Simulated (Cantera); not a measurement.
What does this Cantera script print?

```python
import numpy as np
import cantera as ct

gas = ct.Solution("gri30.yaml")
gas.TPX = 1600, 13332, {'CH4': 2.7, 'CO2': 2.6}
reactor = ct.IdealGasConstPressureReactor(gas, energy="off", clone=False)
net = ct.ReactorNet([reactor])
net.rtol, net.atol = 1e-08, 1e-18
show = ['CH4', 'CO2', 'C2H6', 'HCO', 'H']
times = np.geomspace(0.0001, 90, 9)

steps = ct.SolutionArray(gas, extra=["t"])
rows = []
print(f"{'t/s':>10s}{'T/K':>9s}{'P/Pa':>11s}" + "".join(f"{s:>11s}" for s in show))
for t in times:
    while net.time < t:
        t_next = net.step()
        steps.append(gas.state, t=t_next)
    rows.append([np.interp(t, steps.t, y) for y in (steps.T, steps.P, *steps(*show).X.T)])
    print(f"{t:10.3e}{rows[-1][0]:9.1f}{rows[-1][1]:11.4g}" + "".join(f"{x:11.3e}" for x in rows[-1][2:]))
rate = np.gradient(steps.T, steps.t)
print("integrator steps:", len(steps.t))
if steps.T.max() > steps.T[0] + 200:
    print(f"time of steepest temperature rise: {steps.t[rate.argmax()]:.4e} s")
gas.TPX = 1600, 13332, {'CH4': 2.7, 'CO2': 2.6}
gas.equilibrate("TP")
print(f"equilibrium (TP): T = {gas.T:.1f} K  " + "  ".join(f"{s} {gas[s].X[0]:.3e}" for s in show))
```

Output:

```
       t/s      T/K       P/Pa        CH4        CO2       C2H6        HCO          H
 1.000e-04   1600.0  1.333e+04  5.094e-01  4.906e-01  9.258e-08  7.151e-14  1.831e-07
 5.550e-04   1600.0  1.333e+04  5.090e-01  4.905e-01  1.249e-05  3.799e-11  2.478e-07
 3.080e-03   1600.0  1.333e+04  5.053e-01  4.898e-01  4.044e-04  5.673e-09  1.084e-06
 1.709e-02   1600.0  1.333e+04  4.535e-01  4.749e-01  1.071e-03  2.774e-08  9.569e-06
 9.487e-02   1600.0  1.333e+04  2.836e-01  3.838e-01  3.109e-04  1.366e-08  2.893e-05
 5.265e-01   1600.0  1.333e+04  7.803e-02  1.503e-01  4.430e-05  5.607e-09  5.333e-05
 2.922e+00   1600.0  1.333e+04  2.119e-02  5.685e-02  4.264e-06  5.239e-09  8.662e-05
 1.622e+01   1600.0  1.333e+04  1.031e-02  2.248e-02  7.147e-07  6.313e-09  9.746e-05
 9.000e+01   1600.0  1.333e+04  3.301e-03  5.230e-03  7.243e-08  7.335e-09  1.042e-04
integrator steps: 1909
equilibrium (TP): T = 1600.0 K  CH4 9.539e-04  CO2 5.297e-07  C2H6 8.867e-09  HCO 7.715e-09  H 1.064e-04
```

Cantera simulation using GRI-Mech 3.0 (53 species, 325 reactions); the numbers are that mechanism's predictions, not measurements.
